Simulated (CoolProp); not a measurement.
The fluoroketone C6F12O (FK-5-1-12) along the isobar 0.605 MPa: density (kg/m³) from the reference equation and from simpler models built on Tc = 168.7 °C, pc = 1.869 MPa, ω = 0.471; each cubic takes its own stable root.

Model: reference Helmholtz-energy equation of state, McLinden 2015, in CoolProp.

```csv
T (°C),phase,reference
109.95,liquid,1295
117.25,gas,75.11
120.85,gas,73.51
124.45,gas,72.02
128.15,gas,70.60
131.75,gas,69.30
135.45,gas,68.04
139.05,gas,66.89
142.65,gas,65.80
146.35,gas,64.73
149.95,gas,63.75
153.55,gas,62.81
157.25,gas,61.88
160.85,gas,61.03
```

Task: How far does each simpler model (van der Waals, Redlich-Kwong, Soave-Redlich-Kwong, Peng-Robinson) lie from the reference over these 14 states: mean and median of the absolute difference, and the worst?

Result: 
- van der Waals: mean 11.1 %, median 4.6 %, worst -94.5 % at 109.95 °C and 0.605 MPa
- Redlich-Kwong: mean 8.6 %, median 2.0 %, worst -94.2 % at 109.95 °C and 0.605 MPa
- Soave-Redlich-Kwong: mean 1.5 %, median 0.7 %, worst -12.2 % at 109.95 °C and 0.605 MPa
- Peng-Robinson: mean 0.8 %, median 0.9 %, worst +1.1 % at 160.85 °C and 0.605 MPa

At some of these states van der Waals, Redlich-Kwong gives the other phase, because its saturation line lies elsewhere.
